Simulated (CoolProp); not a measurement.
Vapour-liquid equilibrium of cyclohexane (1) + n-heptane (2) at 408.7 K; x and y are mole fractions of (1).

Computed with CoolProp (multi-fluid Helmholtz-energy mixture model, Zhou 2014 and Span 2003; pair parameters Bell 2016).

| x | bubble pressure, mixture model (MPa) | bubble pressure, Raoult's law (MPa) | y, mixture model | y, Raoult's law |
|---|---|---|---|---|
| 0.05 | 0.2765 | 0.2763 | 0.072 | 0.074 |
| 0.125 | 0.2873 | 0.2868 | 0.174 | 0.178 |
| 0.2 | 0.2982 | 0.2973 | 0.269 | 0.275 |
| 0.275 | 0.3091 | 0.3078 | 0.358 | 0.366 |
| 0.35 | 0.3199 | 0.3183 | 0.441 | 0.450 |
| 0.425 | 0.3307 | 0.3288 | 0.519 | 0.529 |
| 0.5 | 0.3413 | 0.3394 | 0.593 | 0.603 |
| 0.575 | 0.3519 | 0.3499 | 0.662 | 0.673 |
| 0.65 | 0.3623 | 0.3604 | 0.728 | 0.739 |
| 0.725 | 0.3726 | 0.3709 | 0.791 | 0.800 |
| 0.8 | 0.3828 | 0.3814 | 0.851 | 0.859 |
| 0.875 | 0.3929 | 0.3919 | 0.908 | 0.914 |
| 0.95 | 0.4029 | 0.4025 | 0.964 | 0.967 |

The largest gap from Raoult's law is +0.6 % in bubble pressure, at x = 0.5. No azeotrope shows between x = 0.05 and 0.95.

The pair parameters rest on a limited set of measurements; away from them the model extrapolates.
